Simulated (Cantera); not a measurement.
# Hydrocarbon pyrolysis for carbon deposition

A perfectly stirred reactor is fed with 9.43 % CH4, 90.6 % H2, at 1.28 Torr; it is held at 1525 K, and followed from long to short residence time.

Model: GRI-Mech 3.0 (53 species, 325 reactions), integrated in Cantera. GRI-Mech 3.0 stops at C3 and has no aromatics, soot or wall deposition, so with more carbon than oxygen in the feed, carbon stays in small species such as C2H2 where larger ones or solid carbon would form. Radical loss at walls, strong at low pressure, is not modelled.

```csv
τ (s),x CH4,x H2,x C2H4,x C2H,x C2H6
17,0.0641,0.922,0.000193,9.20e-9,3.78e-6
4.6,0.0841,0.911,0.000259,2.40e-9,5.06e-6
1.3,0.0928,0.906,0.000141,1.42e-10,2.84e-6
0.36,0.0942,0.906,1.03e-5,<1e-12,3.48e-7
0.10,0.0943,0.906,2.70e-7,<1e-12,2.41e-8
0.028,0.0943,0.906,6.09e-9,<1e-12,1.14e-9
0.0077,0.0943,0.906,1.24e-10,<1e-12,3.40e-11
0.0022,0.0943,0.906,2.60e-12,<1e-12,<1e-12
0.00060,0.0943,0.906,<1e-12,<1e-12,<1e-12
```
x: mole fraction; the columns are a selection and need not sum to one.
